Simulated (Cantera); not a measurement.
Feed: 1 mol Cu2O, 1.6 mol H2, equilibrated at 850 K and 0.000470 bar.

Method: chemical equilibrium by Gibbs-energy minimisation in Cantera with the NASA 1993 tables (ideal gas, pure condensed phases). Candidate condensed phases: Cu, CuO, Cu(OH)2, Cu2O, H2O; 12 gas species. Kinetics and transport are ignored.

Base state: H2O 0.625, H2 0.375 (mole fractions); condensed: Cu(s).

**Question.** What changes in the equilibrium state with this change: temperature from 850 K to 1823.15 K?

**Answer.** 
```json
[
 {"species": "Cu", "before": "<1e-9", "after": "0.552"},
 {"species": "H2O", "before": "0.625", "after": "0.276"},
 {"species": "H2", "before": "0.375", "after": "0.163"},
 {"species": "H", "before": "<1e-9", "after": "0.00807"},
 {"species": "OH", "before": "<1e-9", "after": "0.000952"},
 {"species": "Cu2", "before": "<1e-9", "after": "0.000430"},
 {"species": "O", "before": "<1e-9", "after": "3.63e-5"},
 {"species": "O2", "before": "<1e-9", "after": "2.72e-5"},
 {"species": "Cu(s), mol", "before": "2.00", "after": "0"}
]
```
